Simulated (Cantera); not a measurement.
Hydrocarbon pyrolysis for carbon deposition

An isothermal, constant-pressure homogeneous reactor starts with 9.90 % C2H4, 90.1 % H2, at 1548 K and 0.000158 atm.

Computed with Cantera and GRI-Mech 3.0 (53 species, 325 reactions). GRI-Mech 3.0 was tuned for natural gas; its chemistry of ethylene as a main component is partial and can be far from experiment. GRI-Mech 3.0 stops at C3 and has no aromatics, soot or wall deposition, so with more carbon than oxygen in the feed, carbon stays in small species such as C2H2 where larger ones or solid carbon would form. Radical loss at walls, strong at low pressure, is not modelled.

```tsv
t (s)	x C2H4	x H2	x CH2	x H	x CH4
0.000600	0.0990	0.901	<1e-12	1.46e-9	<1e-12
0.00270	0.0990	0.901	<1e-12	7.67e-9	<1e-12
0.0121	0.0989	0.901	<1e-12	3.74e-8	7.89e-12
0.0545	0.0986	0.901	3.90e-12	1.72e-7	4.06e-10
0.245	0.0971	0.901	1.98e-11	7.86e-7	8.21e-9
1.10	0.0905	0.902	8.59e-11	3.57e-6	8.32e-8
4.95	0.0637	0.904	2.23e-10	1.31e-5	5.47e-7
22.2	0.00965	0.909	9.50e-11	3.70e-5	1.91e-6
100	4.92e-6	0.910	7.73e-12	0.000384	2.27e-6
```
x: mole fraction; the columns are a selection and need not sum to one.

Equilibrium at this temperature and pressure: C2H4 2.31e-6, H2 0.908, CH2 2.51e-9, H 0.00234, CH4 2.13e-5 (gas phase only).
